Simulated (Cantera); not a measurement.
What does this Cantera script print?

```python
import numpy as np
import cantera as ct

gas = ct.Solution("gri30.yaml")
gas.TPX = 1350, 140, {'H2': 0.43, 'O2': 1}
reactor = ct.IdealGasConstPressureReactor(gas, energy="off", clone=False)
net = ct.ReactorNet([reactor])
net.rtol, net.atol = 1e-08, 1e-18
show = ['H2', 'O2', 'O', 'H', 'H2O2']
times = np.geomspace(1e-06, 100, 14)

steps = ct.SolutionArray(gas, extra=["t"])
rows = []
print(f"{'t/s':>10s}{'T/K':>9s}{'P/Pa':>11s}" + "".join(f"{s:>11s}" for s in show))
for t in times:
    while net.time < t:
        t_next = net.step()
        steps.append(gas.state, t=t_next)
    rows.append([np.interp(t, steps.t, y) for y in (steps.T, steps.P, *steps(*show).X.T)])
    print(f"{t:10.3e}{rows[-1][0]:9.1f}{rows[-1][1]:11.4g}" + "".join(f"{x:11.3e}" for x in rows[-1][2:]))
rate = np.gradient(steps.T, steps.t)
print("integrator steps:", len(steps.t))
if steps.T.max() > steps.T[0] + 200:
    print(f"time of steepest temperature rise: {steps.t[rate.argmax()]:.4e} s")
gas.TPX = 1350, 140, {'H2': 0.43, 'O2': 1}
gas.equilibrate("TP")
print(f"equilibrium (TP): T = {gas.T:.1f} K  " + "  ".join(f"{s} {gas[s].X[0]:.3e}" for s in show))
```

It prints:

```
       t/s      T/K       P/Pa         H2         O2          O          H       H2O2
 1.000e-06   1350.0        140  3.007e-01  6.993e-01  4.036e-13  2.514e-10  1.047e-15
 4.125e-06   1350.0        140  3.007e-01  6.993e-01  6.865e-12  1.032e-09  1.795e-14
 1.701e-05   1350.0        140  3.007e-01  6.993e-01  1.125e-10  4.179e-09  3.029e-13
 7.017e-05   1350.0        140  3.007e-01  6.993e-01  1.716e-09  1.642e-08  5.134e-12
 2.894e-04   1350.0        140  3.007e-01  6.993e-01  2.280e-08  7.348e-08  8.678e-11
 1.194e-03   1350.0        140  3.007e-01  6.993e-01  6.456e-07  1.395e-06  1.440e-09
 4.924e-03   1350.0        140  2.268e-01  6.597e-01  1.700e-02  3.427e-02  1.598e-08
 2.031e-02   1350.0        140  1.995e-02  5.322e-01  1.014e-01  1.108e-01  3.407e-08
 8.377e-02   1350.0        140  1.949e-02  5.371e-01  9.715e-02  1.045e-01  3.529e-08
 3.455e-01   1350.0        140  1.739e-02  5.559e-01  8.099e-02  8.089e-02  3.992e-08
 1.425e+00   1350.0        140  8.847e-03  6.069e-01  3.569e-02  2.433e-02  4.790e-08
 5.878e+00   1350.0        140  7.934e-04  6.419e-01  3.007e-03  5.964e-04  2.215e-08
 2.424e+01   1350.0        140  4.848e-05  6.455e-01  1.829e-04  8.947e-06  4.819e-09
 1.000e+02   1350.0        140  6.092e-06  6.459e-01  2.299e-05  3.987e-07  1.299e-09
integrator steps: 1446
equilibrium (TP): T = 1350.0 K  H2 2.417e-06  O2 6.460e-01  O 9.123e-06  H 9.969e-08  H2O2 8.439e-10
```

Model: GRI-Mech 3.0 (53 species, 325 reactions), integrated in Cantera. Radical loss at walls, strong at low pressure, is not modelled. The temperature is held fixed by assumption; the heat of reaction is taken as removed at once.
